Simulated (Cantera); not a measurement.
A closed system holds: 1 mol PbO, 0.019 mol H2O, 3.1 mol H2, held at 1150 °C and 13300 Pa.

Method: chemical equilibrium by Gibbs-energy minimisation in Cantera with the NASA 1993 tables (ideal gas, pure condensed phases). Candidate condensed phases: H2O, Pb, PbO, PbO2, Pb3O4; 12 gas species. Equilibrium is a limit: real reactors are often held back by kinetics, nucleation or transport.

Base state: H2 0.617, H2O 0.299, Pb 0.0842, Pb2 2.10e-5, H 1.43e-5 (mole fractions); condensed: Pb(l).

**Question.** What changes in the equilibrium state with this change: temperature from 1150 °C to 1402 °C?

**Answer.** 
```json
[
 {"species": "H2", "before": "0.617", "after": "0.510"},
 {"species": "H2O", "before": "0.299", "after": "0.247"},
 {"species": "Pb", "before": "0.0842", "after": "0.242"},
 {"species": "H", "before": "1.43e-5", "after": "0.000227"},
 {"species": "PbO", "before": "9.15e-6", "after": "0.000127"},
 {"species": "Pb2", "before": "2.10e-5", "after": "7.97e-5"},
 {"species": "Pb(l), mol", "before": "0.713", "after": "0"}
]
```
